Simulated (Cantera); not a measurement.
# Thermodynamics of hydrogen reduction and annealing atmospheres, feed FeS + H2 + N2

Charge: 1 mol FeS, 2400 mol H2, 16 mol N2, at 1250 K and 1 atm.

Method: chemical equilibrium by Gibbs-energy minimisation in Cantera with the NASA 1993 tables (ideal gas, pure condensed phases). Candidate condensed phases: Fe, FeS, FeS2, S; 16 gas species. Equilibrium is a limit: real reactors are often held back by kinetics, nucleation or transport.

```
Property                             Value
-------------------------------  ---------
x(H2)                                0.993
x(N2)                              0.00662
x(H2S)                            0.000414
x(NH3)                             1.25e-5
n(Fe(γ))                         1.000 mol
gas amount                        2416 mol
log10 activity of S(l) (absent)      -5.46
```
